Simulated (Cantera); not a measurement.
An adiabatic, constant-volume homogeneous reactor starts with 8.82 % CH4, 19.1 % O2, 72.0 % N2, equivalence ratio 0.92, at 1300 K and 22500 Torr.

Computed with Cantera and GRI-Mech 3.0 (53 species, 325 reactions). The pressure lies above the range GRI-Mech 3.0 was tuned for (to about 10 atm). Above 3000 K some thermodynamic fits are extrapolated.

Q: Predict: time of steepest temperature rise; temperature at 2.00 s; equilibrium temperature; x(O2) at 2.00 s; x(O) at 2.00 s; x(OH) at 2.00 s.

A: 
```
Property                                                            Result
---------------------------------  ---------------------------------------
time of steepest temperature rise                                 0.417 ms
temperature at 2.00 s                                               3068 K
equilibrium temperature                                             3068 K
x(O2) at 2.00 s                      0.0185 (gas-phase equilibrium 0.0185)
x(O) at 2.00 s                     0.00229 (gas-phase equilibrium 0.00229)
x(OH) at 2.00 s                      0.0143 (gas-phase equilibrium 0.0143)
```
